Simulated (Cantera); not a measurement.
Cantera run, input and output.

```python
import numpy as np
import cantera as ct

gas = ct.Solution("h2o2.yaml")
gas.TP = 300, 100000
flame = ct.CounterflowDiffusionFlame(gas, width=0.02)
flame.fuel_inlet.X, flame.fuel_inlet.T = {'H2': 1}, 525
flame.oxidizer_inlet.X, flame.oxidizer_inlet.T = {'O2': 0.21, 'N2': 0.79}, 300
flame.set_refine_criteria(ratio=3, slope=0.12, curve=0.24, prune=0.03)
show = ['OH', 'H', 'H2O', 'HO2']

rows = []
print(f"{'mdot':>8s}{'a_max':>10s}{'a_mean':>10s}{'Tmax/K':>9s}" + "".join(f"{s:>11s}" for s in show) + "   (peak mole fractions)")
for i, mdot in enumerate([0.6, 0.89, 1.3, 1.9, 2.9, 4.2, 6.3, 9.2, 14]):  # kg/m2/s on the oxidiser side
    flame.oxidizer_inlet.mdot, flame.fuel_inlet.mdot = mdot, 0.19 * mdot
    flame.solve(loglevel=0, auto=(i == 0))
    if flame.T.max() < max(525, 300) + 100:
        print(f"{mdot:8.3g}  no burning solution found from the previous one")
        break
    dT = np.abs(np.gradient(flame.T, flame.grid))
    rows.append([flame.strain_rate("max"), flame.strain_rate("mean"), flame.T.max(),
                 *(flame.X[gas.species_index(s)].max() for s in show), max(dT[0], dT[-1]) / dT.max()])
    print(f"{mdot:8.3g}{rows[-1][0]:10.1f}{rows[-1][1]:10.1f}{rows[-1][2]:9.1f}" + "".join(f"{x:11.3e}" for x in rows[-1][3:-1]))
```

Result:

```
    mdot     a_max    a_mean   Tmax/K         OH          H        H2O        HO2   (peak mole fractions)
     0.6     724.0     149.4   2417.1  1.900e-02  1.596e-02  2.792e-01  6.043e-05
    0.89    1016.5     221.5   2359.2  1.898e-02  1.797e-02  2.760e-01  7.725e-05
     1.3    1451.3     323.6   2315.2  1.927e-02  2.057e-02  2.732e-01  9.566e-05
     1.9    2099.9     473.0   2266.0  1.941e-02  2.351e-02  2.700e-01  1.161e-04
     2.9    3168.0     721.9   2194.7  1.903e-02  2.687e-02  2.668e-01  1.413e-04
     4.2    4521.6    1045.5   2131.2  1.856e-02  3.026e-02  2.638e-01  1.657e-04
     6.3    6749.1    1568.2   2063.5  1.809e-02  3.448e-02  2.605e-01  1.964e-04
     9.2    9838.1    2290.1   1997.3  1.724e-02  3.845e-02  2.570e-01  2.277e-04
      14   14886.1    3484.9   1914.1  1.606e-02  4.266e-02  2.530e-01  2.682e-04
```

Computed with Cantera and the H2/O2 subset of GRI-Mech 3.0, which has no nitrogen chemistry. The maximum strain rate includes the flame's own expansion and is several times the mean.
